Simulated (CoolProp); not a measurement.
A simple Rankine cycle with hexamethyldisiloxane (MM): condensing at 325.15 K, boiler at 0.829 MPa, turbine inlet 482.2 K, turbine efficiency 0.6, pump efficiency 0.8, no recuperator. Each further row changes one setting.

The numbers come from the reference Helmholtz-energy equation of state, Thol 2016 in CoolProp.

```tsv
case	thermal efficiency (%)	net work (kJ/kg)	heat in (kJ/kg)	turbine exit temperature (K)	volume ratio over the turbine
as stated	10.1	47.7	472	445.7	52.7
turbine inlet 502.2 K	[?]	[?]	515	466.8	50.2
condensing temperature 317.15 K	10.7	52.0	488	[?]	73.6
boiler pressure 0.58 MPa	9.3	44.8	481	451.7	33.6
turbine efficiency 0.5	8.4	[?]	472	[?]	53.3
```

**Question.** What belongs in the gaps?

**Answer.** 
- turbine inlet 502.2 K, thermal efficiency (%): 9.8
- turbine inlet 502.2 K, net work (kJ/kg): 50.5
- condensing temperature 317.15 K, turbine exit temperature (K): 443.3
- turbine efficiency 0.5, net work (kJ/kg): 39.5
- turbine efficiency 0.5, turbine exit temperature (K): 450.1
